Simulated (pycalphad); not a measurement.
Computed with pycalphad from the COST 507 light-alloy database (1999), at 1 atm. These are 1990s assessments: newer ones move some temperatures and phases. Diffusion is slow at the low end, where real alloys seldom reach equilibrium.

Molar enthalpy of Si-3.341V (wt.%) in equilibrium (SER reference):

| T (K) | H (kJ/mol) | phases |
|---|---|---|
| 2600 | 108.62 | liquid |
| 2480 | 105.31 | liquid |
| 2360 | 102.00 | liquid |
| 2240 | 98.69 | liquid |
| 2120 | 95.38 | liquid |
| 2000 | 92.08 | liquid |
| 1880 | 88.78 | liquid |
| 1760 | 85.49 | liquid |
| 1720 | 84.39 | liquid |
| 1680 | 83.30 | liquid |
| 1640 | 32.51 | diamond (Si) + SI2V |
| 1600 | 31.35 | diamond (Si) + SI2V |
| 1520 | 29.05 | diamond (Si) + SI2V |
| 1400 | 25.64 | diamond (Si) + SI2V |
| 1280 | 22.30 | diamond (Si) + SI2V |
| 1160 | 19.01 | diamond (Si) + SI2V |
| 1040 | 15.79 | diamond (Si) + SI2V |
| 920 | 12.64 | diamond (Si) + SI2V |
| 800 | 9.55 | diamond (Si) + SI2V |
| 680 | 6.55 | diamond (Si) + SI2V |
| 560 | 3.63 | diamond (Si) + SI2V |

Cooling from 1680 K to 1640 K, across the freezing range, releases 50.8 kJ/mol, or 1780 J/g. The slope is 27 J/(mol K) in the liquid and 29 J/(mol K) just below the solidus, where it includes any heat of precipitation. Liquidus 1679 K, solidus 1675 K. Changes were sought between steps of 40 K, so a narrower field can be missed.

Database names, with the compositions (at.%) that they take in these runs: SI2V: Si 67 V 33.
